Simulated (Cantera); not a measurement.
An isothermal, constant-pressure homogeneous reactor starts with 3.54 % H₂, 19.7 % O₂, 76.8 % N₂, equivalence ratio 0.090, at 1300 K and 14.3 Torr.

Computed with Cantera and the H2/O2 subset of GRI-Mech 3.0, which has no nitrogen chemistry. Radical loss at walls, strong at low pressure, is not modelled. The temperature is held fixed by assumption; the heat of reaction is taken as removed at once.

x: mole fraction; the columns are a selection and need not sum to one.

| t (s) | x H₂ | x O₂ | x HO₂ | x H | x H₂O₂ | x OH | x H₂O |
|---|---|---|---|---|---|---|---|
| 0.000300 | 0.0354 | 0.197 | 1.57e-8 | 2.11e-8 | 2.08e-11 | 1.20e-8 | 2.18e-8 |
| 0.00147 | 0.0354 | 0.197 | 1.57e-7 | 2.56e-5 | 5.44e-10 | 1.61e-5 | 4.85e-5 |
| 0.00721 | 0.00136 | 0.173 | 1.04e-6 | 0.00914 | 4.65e-8 | 0.00255 | 0.0283 |
| 0.0353 | 0.00102 | 0.176 | 1.01e-6 | 0.00548 | 4.88e-8 | 0.00222 | 0.0308 |
| 0.173 | 0.000278 | 0.180 | 7.34e-7 | 0.000706 | 3.99e-8 | 0.00117 | 0.0348 |
| 0.849 | 1.75e-5 | 0.182 | 1.58e-7 | 1.09e-5 | 1.09e-8 | 0.000295 | 0.0359 |
| 4.16 | … | 0.182 | … | … | … | … | 0.0360 |
| 20.4 | … | 0.182 | … | … | 2.82e-10 | … | 0.0361 |
| 100 | 5.50e-8 | 0.182 | 7.45e-9 | 1.95e-9 | 1.19e-10 | 1.67e-5 | 0.0361 |

Question: Fill in the missing entries.

Answer: 
- 4.16, x H₂: 1.20e-6
- 4.16, x HO₂: 1.76e-8
- 4.16, x H: 1.96e-7
- 4.16, x H₂O₂: 1.64e-9
- 4.16, x OH: 7.75e-5
- 20.4, x H₂: 1.52e-7
- 20.4, x HO₂: 6.38e-9
- 20.4, x H: 8.89e-9
- 20.4, x OH: 2.77e-5
